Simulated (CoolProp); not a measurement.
Properties of ethylene along the isobar 668 kPa (Tc = 282.4 K, pc = 5042 kPa, ω = 0.087).

Model: reference Helmholtz-energy equation of state, Smukala 2000, in CoolProp.

```json
[
 {"T (K)": "127.8", "phase": "liquid", "density (kg/m³)": "624.5", "Joule-Thomson coefficient (K/MPa)": "-0.4864", "isothermal compressibility (1/MPa)": "0.0009831", "expansivity (1/kK)": "2.079", "fugacity coefficient": "0.005342"},
 {"T (K)": "143.3", "phase": "liquid", "density (kg/m³)": "604.1", "Joule-Thomson coefficient (K/MPa)": "…", "isothermal compressibility (1/MPa)": "0.001214", "expansivity (1/kK)": "2.206", "fugacity coefficient": "0.02413"},
 {"T (K)": "158.9", "phase": "liquid", "density (kg/m³)": "582.9", "Joule-Thomson coefficient (K/MPa)": "-0.4449", "isothermal compressibility (1/MPa)": "0.001526", "expansivity (1/kK)": "2.371", "fugacity coefficient": "0.07833"},
 {"T (K)": "174.4", "phase": "liquid", "density (kg/m³)": "561.0", "Joule-Thomson coefficient (K/MPa)": "-0.4033", "isothermal compressibility (1/MPa)": "…", "expansivity (1/kK)": "2.590", "fugacity coefficient": "0.1977"},
 {"T (K)": "189.9", "phase": "liquid", "density (kg/m³)": "537.7", "Joule-Thomson coefficient (K/MPa)": "-0.3389", "isothermal compressibility (1/MPa)": "0.002591", "expansivity (1/kK)": "2.893", "fugacity coefficient": "0.4166"},
 {"T (K)": "205.4", "phase": "liquid", "density (kg/m³)": "512.5", "Joule-Thomson coefficient (K/MPa)": "-0.2391", "isothermal compressibility (1/MPa)": "0.003592", "expansivity (1/kK)": "3.339", "fugacity coefficient": "0.7645"},
 {"T (K)": "220.9", "phase": "gas", "density (kg/m³)": "11.38", "Joule-Thomson coefficient (K/MPa)": "22.83", "isothermal compressibility (1/MPa)": "1.690", "expansivity (1/kK)": "6.342", "fugacity coefficient": "0.9064"},
 {"T (K)": "236.4", "phase": "gas", "density (kg/m³)": "10.39", "Joule-Thomson coefficient (K/MPa)": "19.00", "isothermal compressibility (1/MPa)": "1.642", "expansivity (1/kK)": "5.495", "fugacity coefficient": "…"},
 {"T (K)": "251.9", "phase": "gas", "density (kg/m³)": "9.587", "Joule-Thomson coefficient (K/MPa)": "16.05", "isothermal compressibility (1/MPa)": "1.610", "expansivity (1/kK)": "4.895", "fugacity coefficient": "0.9372"},
 {"T (K)": "267.4", "phase": "gas", "density (kg/m³)": "8.919", "Joule-Thomson coefficient (K/MPa)": "13.73", "isothermal compressibility (1/MPa)": "1.588", "expansivity (1/kK)": "4.441", "fugacity coefficient": "…"},
 {"T (K)": "282.9", "phase": "gas", "density (kg/m³)": "8.350", "Joule-Thomson coefficient (K/MPa)": "11.85", "isothermal compressibility (1/MPa)": "1.571", "expansivity (1/kK)": "…", "fugacity coefficient": "0.9559"},
 {"T (K)": "298.4", "phase": "gas", "density (kg/m³)": "7.856", "Joule-Thomson coefficient (K/MPa)": "10.32", "isothermal compressibility (1/MPa)": "1.559", "expansivity (1/kK)": "3.786", "fugacity coefficient": "0.9626"}
]
```

Problem. Fill in the missing entries.

Solution. 
- 143.3, Joule-Thomson coefficient (K/MPa): -0.4709
- 174.4, isothermal compressibility (1/MPa): 0.001958
- 236.4, fugacity coefficient: 0.9239
- 267.4, fugacity coefficient: 0.9476
- 282.9, expansivity (1/kK): 4.081
